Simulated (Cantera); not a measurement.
A Cantera script and its output.

```python
import numpy as np
import cantera as ct

gas = ct.Solution("gri30.yaml")
gas.TPX = 700, 26000, {'CH4': 1, 'O2': 1.25, 'N2': 4.7}
inlet = ct.Reservoir(gas, clone=True)
gas.equilibrate("HP")  # start burning
reactor = ct.IdealGasConstPressureReactor(gas, energy="on", clone=False)
exhaust = ct.Reservoir(gas, clone=True)
tau = [0.072, 0.039, 0.021, 0.012, 0.0064, 0.0035, 0.0019, 0.0011, 0.00058, 0.00032, 0.00017, 9.4e-05][0]
for a, b in ((inlet, reactor), (reactor, exhaust)):
    ct.MassFlowController(a, b, mdot=lambda t: reactor.mass / tau)
net = ct.ReactorNet([reactor])
show = ['CH4', 'O2', 'N2O', 'HCN', 'NO2', 'NO', 'CO']

rows = []
print(f"{'tau/s':>10s}{'T/K':>9s}" + "".join(f"{s:>11s}" for s in show))
for tau in [0.072, 0.039, 0.021, 0.012, 0.0064, 0.0035, 0.0019, 0.0011, 0.00058, 0.00032, 0.00017, 9.4e-05]:
    net.initial_time = 0.0
    net.advance(30 * tau)
    before = gas.X
    net.advance(40 * tau)
    drift = np.max(np.abs(gas.X - before) / (gas.X + 1e-9))
    rows.append([gas.T, *gas[show].X, drift])
    print(f"{tau:10.3e}{gas.T:9.1f}" + "".join(f"{x:11.3e}" for x in gas[show].X))
```

Output:

```
     tau/s      T/K        CH4         O2        N2O        HCN        NO2         NO         CO
 7.200e-02   2091.6  9.396e-05  1.446e-04  2.216e-08  5.348e-05  8.578e-10  2.477e-04  9.652e-02
 3.900e-02   2088.0  1.451e-04  2.345e-04  3.378e-08  8.901e-05  8.701e-10  2.486e-04  9.637e-02
 2.100e-02   2084.5  2.351e-04  3.938e-04  5.121e-08  1.483e-04  8.696e-10  2.427e-04  9.618e-02
 1.200e-02   2080.9  3.728e-04  6.444e-04  7.052e-08  2.261e-04  8.547e-10  2.289e-04  9.590e-02
 6.400e-03   2075.3  6.300e-04  1.141e-03  8.663e-08  3.232e-04  8.138e-10  1.994e-04  9.543e-02
 3.500e-03   2066.2  1.033e-03  1.996e-03  8.262e-08  3.756e-04  7.529e-10  1.572e-04  9.480e-02
 1.900e-03   2049.6  1.689e-03  3.555e-03  5.959e-08  3.468e-04  7.032e-10  1.091e-04  9.407e-02
 1.100e-03   2022.7  2.671e-03  6.107e-03  3.542e-08  2.627e-04  7.158e-10  6.984e-05  9.340e-02
 5.800e-04   1952.9  5.371e-03  1.312e-02  1.257e-08  1.247e-04  8.610e-10  2.883e-05  9.209e-02
 3.200e-04    700.0  1.439e-01  1.799e-01 -5.780e-23 -2.011e-19 -2.086e-21 -4.487e-20 -2.233e-16
 1.700e-04    700.0  1.439e-01  1.799e-01 -2.111e-23 -7.344e-20 -7.619e-22 -1.639e-20 -8.156e-17
 9.400e-05    700.0  1.439e-01  1.799e-01  3.580e-25  1.240e-21  1.286e-23  2.767e-22  1.377e-18
```

Model: GRI-Mech 3.0 (53 species, 325 reactions), integrated in Cantera.
